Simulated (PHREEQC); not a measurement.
1 kg of water holding 0.029 mol/kgw Na2SO4, 0.12 mol/kgw NaHCO3, 0.095 mol/kgw Na2CO3, 0.0065 mol/kgw NaCl and 0.014 mol/kgw KCl is evaporated at 30 °C; the solids stay in contact with the brine. CO2 is held at log p = -3.4 (atm). Solids allowed: Arcanite, Burkeite, Glaserite, Halite, Kalicinite, Mirabilite, Misenite, Nahcolite, Natron, Sylvite, Thenardite, Trona. Others were left out.

The series has 25 steps of water left (kg), from 1 to 0.005593.

The numbers come from PHREEQC with the Pitzer model, pitzer.dat.

### Question
Which solids form, in which order, and at which step of the series does each first stand?

### Answer
Trona from water left = 0.05282 kg (pH 10.13); Glaserite from water left = 0.01319 kg (pH 9.95); Thenardite from water left = 0.01014 kg (pH 9.93).

Complexes and solids missing from the database can't appear.
